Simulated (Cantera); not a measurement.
An isothermal, constant-pressure homogeneous reactor starts with NH3 : H2 = 1 : 0.31 (molar parts), at 1575 K and 0.0250 bar.

Computed with Cantera and the gas-phase N/H chemistry of the illustrative SiF4/NH3 mechanism in the Surface Chemkin manual (1991). Walls and surfaces, which speed up NH3 decomposition in real reactors, are not modelled.

Predict: x(NH3) at 8.00 s; x(H2) at 8.00 s; x(N2H4) at 8.00 s; x(H) at 8.00 s; x(N) at 8.00 s.


* **x(NH3) at 8.00 s**: 0.710 (gas-phase equilibrium 3.97e-7)
* **x(H2) at 8.00 s**: 0.275 (gas-phase equilibrium 0.783)
* **x(N2H4) at 8.00 s**: 1.21e-8 (gas-phase equilibrium <1e-12)
* **x(H) at 8.00 s**: 1.85e-5 (gas-phase equilibrium 0.000234)
* **x(N) at 8.00 s**: 1.81e-8 (gas-phase equilibrium 1.11e-12)
